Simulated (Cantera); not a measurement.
Diamond growth

A diamond (100) surface in a fixed gas of H2 with x(CH4) = 0.015, x(H) = 0.0076, at 1175 K, 0.247 atm; coverages are run to steady state.

Computed with Cantera and the Harris–Goodwin 1993 mechanism for the reconstructed diamond (100) surface.

```json
[
 {"x(CH3)": "1e-06", "growth (µm/h)": "0.209", "θ c6HH": "0.457", "θ c6H*": "0.0361", "θ c6*H": "0.480", "θ c6**": "0.0268", "θ c6HM": "3.03e-5"},
 {"x(CH3)": "2.2e-06", "growth (µm/h)": "0.460", "θ c6HH": "0.457", "θ c6H*": "0.0361", "θ c6*H": "0.480", "θ c6**": "0.0268", "θ c6HM": "6.66e-5"},
 {"x(CH3)": "5e-06", "growth (µm/h)": "1.05", "θ c6HH": "0.457", "θ c6H*": "0.0361", "θ c6*H": "0.480", "θ c6**": "0.0268", "θ c6HM": "0.000151"},
 {"x(CH3)": "1.1e-05", "growth (µm/h)": "2.30", "θ c6HH": "0.457", "θ c6H*": "0.0361", "θ c6*H": "0.480", "θ c6**": "0.0268", "θ c6HM": "0.000333"},
 {"x(CH3)": "2.5e-05", "growth (µm/h)": "5.22", "θ c6HH": "0.457", "θ c6H*": "0.0361", "θ c6*H": "0.479", "θ c6**": "0.0268", "θ c6HM": "0.000755"},
 {"x(CH3)": "5.6e-05", "growth (µm/h)": "11.7", "θ c6HH": "0.456", "θ c6H*": "0.0360", "θ c6*H": "0.479", "θ c6**": "0.0267", "θ c6HM": "0.00169"},
 {"x(CH3)": "0.00013", "growth (µm/h)": "27.0", "θ c6HH": "0.454", "θ c6H*": "0.0359", "θ c6*H": "0.477", "θ c6**": "0.0265", "θ c6HM": "0.00390"},
 {"x(CH3)": "0.00028", "growth (µm/h)": "57.5", "θ c6HH": "0.451", "θ c6H*": "0.0356", "θ c6*H": "0.473", "θ c6**": "0.0262", "θ c6HM": "0.00832"},
 {"x(CH3)": "0.00063", "growth (µm/h)": "127", "θ c6HH": "0.444", "θ c6H*": "0.0350", "θ c6*H": "0.465", "θ c6**": "0.0255", "θ c6HM": "0.0183"}
]
```
θ: site fractions in the mechanism's names (c6HH fully hydrogenated, c6H* and c6*H radical sites, c6** diradical, c6HM methylated).
